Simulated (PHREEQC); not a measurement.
A column of 0.2 m (40 cells, dispersivity 0.007 m, 720 s a shift, diffusion coefficient 3e-10 m²/s) holds 0.00044 eq of the database's cation exchanger X per kg of pore water, first in equilibrium with 1.3 mmol/kgw ZnCl2 and 0.01 mmol/kgw HCl. It is flushed with 0.0013 mol NaCl and 1e-05 mol HCl per kg of water, at 15 °C. Values are for the last cell. No CO2 enters from the air. Nothing may precipitate in this run.

Base run: PHREEQC, ion-association model, phreeqc.dat. Each further column changes one thing. The table gives NaX on the exchanger (mol/kgw).

```csv
pore volumes,base,exchange capacity from 0.00044 to 0.00022 eq/kgw,dispersivity from 0.007 to 0.014 m
0,0,0,0
0.4125,2.12e-9,[?],5.75e-8
0.9125,3.26e-6,1.67e-6,3.95e-6
1.312,1.38e-5,7.27e-6,1.15e-5
1.712,3.03e-5,[?],2.28e-5
2.112,4.46e-5,[?],[?]
2.612,5.67e-5,3.50e-5,4.89e-5
3.013,6.38e-5,[?],[?]
```

Question: Some entries are withheld; supply them.

Answer: 
- 0.4125, exchange capacity from 0.00044 to 0.00022 eq/kgw: 1.10e-9
- 1.712, exchange capacity from 0.00044 to 0.00022 eq/kgw: 1.73e-5
- 2.112, exchange capacity from 0.00044 to 0.00022 eq/kgw: 2.69e-5
- 2.112, dispersivity from 0.007 to 0.014 m: 3.55e-5
- 3.013, exchange capacity from 0.00044 to 0.00022 eq/kgw: 3.95e-5
- 3.013, dispersivity from 0.007 to 0.014 m: 5.72e-5
